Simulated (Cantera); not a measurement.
Feed: 1 mol B2O3, 7.8 mol O2, 29 mol NH3, equilibrated at 0.000270 bar.

Method: chemical equilibrium by Gibbs-energy minimisation in Cantera with the NASA 1993 tables (ideal gas, pure condensed phases). Candidate condensed phases: B, BN, B2O3, B3O3H3, H2O; 39 gas species. Kinetics and transport are ignored. All values below are at 1773 K.

Base state: H2 0.464, H2O 0.246, N2 0.244, HBO2 0.0328, H 0.0118, OH 0.000388, B2O3 0.000305, HBO 0.000141 (mole fractions); condensed: gas only.

Problem. What changes in the equilibrium state with this change: pressure from 0.000270 bar to 0.260 bar?

Solution. 
```tsv
species	before	after
H2	0.464	0.472
H2O	0.246	0.248
N2	0.244	0.246
H	0.0118	0.000383
HBO2	0.0328	0.0331
OH	0.000388	1.25e-5
BO2	6.28e-5	2.03e-6
BO	6.59e-5	2.15e-6
HBO	0.000141	0.000144
B2O3	0.000305	0.000309
```

Problem. What changes in the equilibrium state with this change: NH3 from 29 to 0.4 mol?

Solution. 
```
species    before     after
-------  --------  --------
O2        1.81e-6     0.791
HBO2       0.0328    0.0976
B2O3     0.000305    0.0477
H2          0.464   3.97e-5
H2O         0.246    0.0139
BO2       6.28e-5    0.0202
H          0.0118  0.000109
N2          0.244    0.0207
O         7.69e-6   0.00508
HBO      0.000141   6.36e-7
NO        6.19e-6   0.00119
OH       0.000388   0.00237
```

Problem. What changes in the equilibrium state with this change: O2 from 7.8 to 0.37 mol?

Solution. 
```csv
species,before,after
H2,0.464,0.706
N2,0.244,0.244
HBO2,0.0328,0.0189
H2O,0.246,0.00638
H,0.0118,0.0145
B2O2,1.72e-7,0.000129
OH,0.000388,8.15e-6
HBO,0.000141,0.00478
BO,6.59e-5,0.00181
```
